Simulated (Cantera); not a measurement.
Charge: 1 mol Si3N4, 0.19 mol H2O, 1.4 mol N2, at 1500 °C.

Method: chemical equilibrium by Gibbs-energy minimisation in Cantera with the NASA 1993 tables (ideal gas, pure condensed phases). Candidate condensed phases: H2O, Si, SiO2, Si2N2O, Si3N4; 35 gas species. Mutual solubility and eutectic melting of coexisting phases are not modelled. Equilibrium is a limit: real reactors are often held back by kinetics, nucleation or transport.

Task: Which condensed phases are stable at each of these points (P (Pa)): 1, 6.80, 46, 320, 2200, 15000, 100000?

Result: 
```csv
P (Pa),condensed phases,Si condensed (%)
1,Si(l),58.3
6.80,Si(l),89.4
46,Si(l),93.0
320,Si(l),93.6
2200,Si2N2O(s) + Si3N4(s),99.6
15000,Si2N2O(s) + Si3N4(s),100.0
100000,Si2N2O(s) + Si3N4(s),100.0
```

From 1.00e-5 bar to 0.00320 bar the condensed part is Si(l). From 0.0220 bar to 1.00 bar the condensed part is Si2N2O(s) + Si3N4(s).
